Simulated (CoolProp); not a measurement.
Properties of dimethyl carbonate at several states.

Model: reference Helmholtz-energy equation of state, Zhou 2011, in CoolProp.

| T (K) | p (MPa) | phase | Z | cv (kJ/(kg K)) | fugacity coefficient |
|---|---|---|---|---|---|
| 592.2 | 0.381 | gas | 0.9778 | 1.758 | 0.9782 |
| 356.7 | 6.62 | liquid | 0.2026 | 1.434 | 0.01475 |
| 562.3 | 0.989 | gas | 0.9296 | 1.716 | 0.9335 |
| 344.6 | 2.49 | liquid | 0.07801 | 1.411 | 0.02290 |
